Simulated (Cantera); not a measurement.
Gas mixture: 33.6 % C₃H₈, 66.4 % CH₄, at 0.132 atm, frozen composition.

Cantera's kinetic-theory transport with the Lennard-Jones parameters of GRI-Mech 3.0, ideal gas; thermal conductivity in the multicomponent form. The composition is frozen, though it would react at the higher temperatures.

One state of this run: ρ (kg/m³) = 0.0408; cp (J/kg/K) = 4223; μ (µPa s) = 25.8; λ (mW/m/K) = 150; Pr = 0.726; D (cm²/s) N₂ = 10.5; D (cm²/s) CO₂ = 8.36; D (cm²/s) H₂O = 12.7. D: mixture-averaged diffusion coefficient of that species in the mixture.

Problem. Which value of T (K) does it belong to?
A. 1000
B. 850
C. 1450
D. 400

Solution. A, 1000
